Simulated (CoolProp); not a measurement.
Computed with CoolProp (reference Helmholtz-energy equation of state, de Reuck 1990).

### Question
For fluorine, give the phase and the density (kg/m³), cp (kJ/(kg K)), cv (kJ/(kg K)), Joule-Thomson coefficient (K/MPa) at 110.7 K and 85.7 bar; 110.7 K and 129 bar.

### Answer
- 110.7 K and 85.7 bar: liquid; density 1340, cp 1.57, cv 0.756, Joule-Thomson coefficient -0.163
- 110.7 K and 129 bar: liquid; density 1360, cp 1.53, cv 0.757, Joule-Thomson coefficient -0.192
